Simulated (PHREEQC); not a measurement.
Consider water at 20 °C with 0.039 mol/kgw Fe2(SO4)3. Closed to the air; pH follows from the charge balance.

Model: ion-association model, phreeqc.dat, run in PHREEQC.

Each row changes one thing in this solution. This is a speciation only: nothing precipitates in the calculation.

| case | pH | ionic strength (mol/kgw) | SO4-2 (mol/kgw) | HSO4- (mol/kgw) |
|---|---|---|---|---|
| as made | 2.61 | 0.135 | 0.0320 | 0.00306 |
| Fe2(SO4)3 replaced by Na2SO4 at the same molality | 7.23 | 0.108 | 0.0345 | (withheld) |
| Fe2(SO4)3 from 0.039 to 0.0039 mol/kgw | 2.92 | 0.0196 | 0.00518 | (withheld) |
| 0.045 mol/kgw HNO3 added | 1.71 | 0.151 | 0.0207 | 0.0150 |
| Fe2(SO4)3 replaced by (NH4)2SO4 at the same molality | 5.54 | 0.0982 | (withheld) | 3.55e-6 |
| Fe2(SO4)3 replaced by ZnSO4 at the same molality | 5.70 | 0.0877 | 0.0195 | 1.70e-6 |
| temperature from 20 to 40 °C | 2.53 | 0.141 | 0.0321 | 0.00560 |
| 0.02 mol/kgw Ca(OH)2 added | 3.09 | 0.299 | 0.0563 | 0.00137 |

### Question
Fill in the missing entries.

### Answer

- Fe2(SO4)3 replaced by Na2SO4 at the same molality, HSO4- (mol/kgw): 8.30e-8
- Fe2(SO4)3 from 0.039 to 0.0039 mol/kgw, HSO4- (mol/kgw): 0.000364
- Fe2(SO4)3 replaced by (NH4)2SO4 at the same molality, SO4-2 (mol/kgw): 0.0296

Species that the database lacks are ignored. Some of these states are supersaturated (in Hematite (slow to form), Goethite (slow to form), Fe(OH)3(a), for instance). At this temperature some constants are extrapolated from 25 °C, and those without enthalpy data are left unchanged.
